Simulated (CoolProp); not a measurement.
Properties of R1336mzz(E) along the isotherm 136.85 °C.

The numbers come from the reference Helmholtz-energy equation of state, Akasaka 2023 in CoolProp.

```csv
p (MPa),phase,cp (kJ/(kg K)),cv (kJ/(kg K)),speed of sound (m/s),Joule-Thomson coefficient (K/MPa),fugacity coefficient
0.0132,gas,0.9089,0.8578,148.1,10.22,0.9984
0.025,gas,0.9095,0.8580,148.0,10.24,0.9969
0.0474,gas,0.9107,0.8584,147.6,10.27,0.9942
0.0898,gas,0.9129,0.8592,146.9,10.32,0.9890
0.17,gas,0.9173,0.8607,145.7,10.44,0.9793
0.323,gas,0.9264,0.8637,143.2,10.66,0.9608
0.612,gas,0.9463,0.8697,138.3,11.12,0.9263
1.16,gas,0.9986,0.8829,128.3,12.20,0.8622
2.2,gas,1.253,0.9199,105.0,15.54,0.7434
4.17,supercritical,1.792,0.9677,144.7,3.044,0.5082
```
